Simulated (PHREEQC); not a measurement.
Make-up at 45 °C: 0.052 mol Ni(NO3)2 and 0.0019 mol NaOH per kg of water. Closed to the air; pH follows from the charge balance.

The numbers come from PHREEQC with the ion-association model, wateq4f.dat.

The ionic strength comes out as 0.154 mol/kgw. What activity coefficients do NiOH+, Na+, OH-, NO3-, Ni+2 get?

NiOH+ 0.75, Na+ 0.75, OH- 0.72, NO3- 0.71, Ni+2 0.32.

This is a speciation only: nothing precipitates in the calculation. In wateq4f.dat the enthalpy of Ni(OH)2 has the wrong sign, so its saturation index can't be trusted away from 25 °C. At this temperature some constants are extrapolated from 25 °C, and those without enthalpy data are left unchanged.
